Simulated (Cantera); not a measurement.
**Premixed flame**

A freely propagating, adiabatic, planar premixed flame of 57.6 % H₂, 10.3 % O₂, 30.9 % N₂, 1.27 % H₂O, equivalence ratio 2.8, unburnt at 600 K and 1000000 Pa; mixture-averaged transport, grid criteria slope 0.08 and curve 0.16, no radiation.

Cantera simulation using the H2/O2 subset of GRI-Mech 3.0, which has no nitrogen chemistry; the numbers are that mechanism's predictions, not measurements. The hydrogen kinetics of GRI-Mech 3.0 are dated; newer H2 mechanisms differ, most at raised pressure. Burning velocities carry a grid error of a few per cent, more on coarse grids.

```
z (mm)    T (K)  u (m/s)   x H₂      x O₂   x H₂O₂     x HO₂      x OH       x O
--------  -----  -------  -----  --------  -------  --------  --------  --------
-0.0782     600     7.92  0.576     0.103    <1e-8     <1e-8     <1e-8     <1e-8
-0.0521     600     7.92  0.576     0.103    <1e-8   2.76e-8     <1e-8     <1e-8
-0.0391     600     7.93  0.576     0.103    <1e-8   2.25e-7     <1e-8     <1e-8
-0.0261     605     7.96  0.574     0.103  2.53e-7   8.37e-6     <1e-8   5.57e-8
-0.0130     712     9.14  0.559     0.104  3.56e-5  0.000899   6.22e-5   1.45e-5
-0.00651   1021     12.7  0.524    0.0933  8.84e-5   0.00103  0.000604  0.000189
0          1395     17.0  0.472    0.0654  3.47e-5  0.000505   0.00116  0.000731
0.00651    1654     20.0  0.426    0.0334  6.16e-6  0.000232   0.00171  0.000879
0.0130     1795     21.7  0.401    0.0140  2.85e-6   9.34e-5   0.00187  0.000558
0.0261     1912     23.0  0.390   0.00242  9.01e-7   1.52e-5   0.00183  0.000191
0.0521     1998     23.9  0.393  0.000175  2.36e-7   1.09e-6   0.00155   7.70e-5
0.104      2064     24.6  0.399   1.29e-5  8.96e-8   1.25e-7   0.00111   3.32e-5
0.208      2111     25.1  0.403   3.66e-6  3.60e-8   4.02e-8  0.000705   1.21e-5
```
x: mole fraction of selected species; z is measured from the peak of heat release.

| Item | Result |
|---|---|
| laminar burning velocity | 792 cm/s |
| thermal thickness | 0.0261 mm |
| peak x(H₂O₂) | 8.88e-5 |
| peak x(HO₂) | 0.00128 |
| peak x(OH) | 0.00188 |
| peak x(O) | 0.000915 |
